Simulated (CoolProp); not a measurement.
n-butane along the isobar 12 MPa: fugacity coefficient from the reference equation and from simpler models built on Tc = 152.0 °C, pc = 3.796 MPa, ω = 0.201; each cubic takes its own stable root.

Values from CoolProp's reference Helmholtz-energy equation of state, Bücker 2006.

| T (°C) | phase | reference |
|---|---|---|
| -118.25 | liquid | 3.083e-6 |
| -90.85 | liquid | 6.772e-5 |
| -63.55 | liquid | 0.0005935 |
| -36.25 | liquid | 0.002924 |
| -8.85 | liquid | 0.009813 |
| 18.45 | liquid | 0.02497 |
| 45.75 | liquid | 0.05214 |
| 73.15 | liquid | 0.09406 |
| 100.45 | liquid | 0.1510 |

Q: How far does each simpler model (van der Waals, Redlich-Kwong, Soave-Redlich-Kwong, Peng-Robinson) lie from the reference over these 9 states: mean and median of the absolute difference, and the worst?

A: 
- van der Waals: mean 10741.3 %, median 578.4 %, worst +78978.8 % at -118.25 °C and 12 MPa
- Redlich-Kwong: mean 57.8 %, median 59.1 %, worst +95.7 % at -90.85 °C and 12 MPa
- Soave-Redlich-Kwong: mean 2.9 %, median 2.6 %, worst +6.0 % at 100.45 °C and 12 MPa
- Peng-Robinson: mean 4.0 %, median 2.2 %, worst +17.3 % at -118.25 °C and 12 MPa
